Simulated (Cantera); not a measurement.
A perfectly stirred reactor is fed with 19.5 % CH₄, 79.9 % CO₂, 0.662 % H₂, at 2930 Torr; it is held at 1875 K, and followed from long to short residence time.

Cantera simulation using GRI-Mech 3.0 (53 species, 325 reactions); the numbers are that mechanism's predictions, not measurements.

x: mole fraction; the columns are a selection and need not sum to one.

| τ (s) | x CH₄ | x CO₂ | x H₂ | x O | x H | x C₂H₆ |
|---|---|---|---|---|---|---|
| 1.9 | 0.000573 | 0.243 | 0.0914 | 1.22e-8 | 9.48e-5 | 2.62e-8 |
| 1.0 | 0.00102 | 0.244 | 0.0908 | 1.21e-8 | 9.43e-5 | 8.35e-8 |
| 0.56 | 0.00167 | 0.246 | 0.0899 | 1.19e-8 | 9.37e-5 | 2.24e-7 |
| 0.30 | 0.00270 | 0.250 | 0.0882 | 1.15e-8 | 9.27e-5 | 5.99e-7 |
| 0.16 | 0.00419 | 0.257 | 0.0853 | 1.07e-8 | 9.11e-5 | 1.48e-6 |
| 0.087 | 0.00612 | 0.269 | 0.0811 | 9.53e-9 | 8.86e-5 | 3.30e-6 |
| 0.047 | 0.00861 | 0.287 | 0.0752 | 8.04e-9 | 8.47e-5 | 6.92e-6 |
| 0.025 | [?] | [?] | [?] | [?] | 7.93e-5 | [?] |
| 0.014 | [?] | [?] | [?] | [?] | 7.33e-5 | [?] |
| 0.0073 | 0.0216 | 0.393 | 0.0544 | 4.62e-9 | 6.64e-5 | 5.06e-5 |

### Question
What belongs in the gaps?

### Answer

- 0.025, x CH₄: 0.0118
- 0.025, x CO₂: 0.313
- 0.025, x H₂: 0.0679
- 0.025, x O: 6.59e-9
- 0.025, x C₂H₆: 1.40e-5
- 0.014, x CH₄: 0.0156
- 0.014, x CO₂: 0.346
- 0.014, x H₂: 0.0609
- 0.014, x O: 5.52e-9
- 0.014, x C₂H₆: 2.60e-5
